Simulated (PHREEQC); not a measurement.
Make-up at 25 °C: 0.012 mol/kgw HF, 0.00016 mol/kgw H2SiF6 and 8.6e-05 mol/kgw H3BO3. Closed to the air; pH follows from the charge balance.

The numbers come from PHREEQC with the ion-association model, phreeqc.dat.

```json
[
 {"quantity": "pH", "before": "2.57", "after": "3.50"},
 {"quantity": "ionic strength (mol/kgw)", "before": "0.00303", "after": "0.00870"},
 {"quantity": "HF (mol/kgw)", "before": "0.00912", "after": "0.00344"},
 {"quantity": "HF2- (mol/kgw)", "before": "8.33e-5", "after": "0.000106"}
]
```

Question: Which change was made?
(A) 0.0041 mol/kgw (NH4)2CO3 added
(B) H2SiF6 from 0.00016 to 0.00024 mol/kgw
(C) H2SiF6 from 0.00016 to 0.0008 mol/kgw
(D) temperature from 25 to 5 °C
(E) H3BO3 replaced by NH4BF4 at the same molality

Answer: A, 0.0041 mol/kgw (NH4)2CO3 added

No solid was allowed to form. SiF6-2 is the database's only silicon fluoride. Real BF4- forms and hydrolyses slowly; the run takes it at equilibrium.
